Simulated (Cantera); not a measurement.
## Thermodynamics of chemical vapour transport, feed Si + HCl

Feed: 1 mol Si, 0.37 mol HCl, held at 158 Torr.

Cantera equilibrium calculation (NASA polynomials, part measured and part estimated; ideal gas, pure solids and liquids). Candidate condensed phases: Si; 19 gas species. The tables' values for SiCl3 are old estimates; treat these amounts as uncertain. Equilibrium is a limit: real reactors are often held back by kinetics, nucleation or transport.

From 652 °C to 802 °C the condensed part is Si(s). The main Si-bearing gas is SiCl4 throughout.

```tsv
T (°C)	x H2	x SiCl4	x SiHCl3	x HCl	x SiCl3	x SiCl2	x SiH2Cl2	n Si(s)
652	0.636	0.282	0.0702	0.00927	0.00118	0.000195	0.00172	0.903
677	0.634	0.281	0.0693	0.0118	0.00168	0.000335	0.00174	0.903
702	0.632	0.280	0.0684	0.0148	0.00235	0.000558	0.00175	0.903
727	0.630	0.278	0.0675	0.0183	0.00323	0.000906	0.00176	0.904
752	0.627	0.276	0.0664	0.0224	0.00436	0.00143	0.00177	0.904
777	0.624	0.274	0.0653	0.0272	0.00578	0.00221	0.00177	0.904
802	0.620	0.271	0.0640	0.0326	0.00756	0.00334	0.00177	0.904
```
x: gas mole fraction; n: condensed amount in mol.
